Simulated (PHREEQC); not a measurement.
## Acid rinse or clean

Dissolve 0.18 mol HBr, 0.08 mol ZnSO4 and 0.26 mol KCl per kg of water at 25 °C. Closed to the air; pH follows from the charge balance.

Equilibrium calculation in PHREEQC: ion-association model, wateq4f.dat.

```yaml
pH: 1.00
ionic_strength: 0.592 mol/kgw
activity_of_water: 0.984
total_alkalinity: -180 meq/kg
```

```
species     molality  activity   log γ
----------  --------  --------  ------
K+             0.255     0.161  -0.199
Cl-            0.248     0.157  -0.199
Br-            0.179     0.133  -0.131
H+             0.133     0.101  -0.120
Zn+2          0.0589    0.0140  -0.624
HSO4-         0.0474    0.0310  -0.184
SO4-2         0.0165   0.00317  -0.717
ZnCl+        0.00926   0.00591  -0.195
ZnSO4        0.00908    0.0104   0.059
KSO4-        0.00525   0.00359  -0.166
Zn(SO4)2-2  0.000898  0.000268  -0.525
ZnCl2       0.000846  0.000970   0.059
ZnBr+       0.000661  0.000488  -0.131
ZnCl3-      0.000267  0.000170  -0.195
```

This is a speciation only: nothing precipitates in the calculation. Species that the database lacks are ignored.
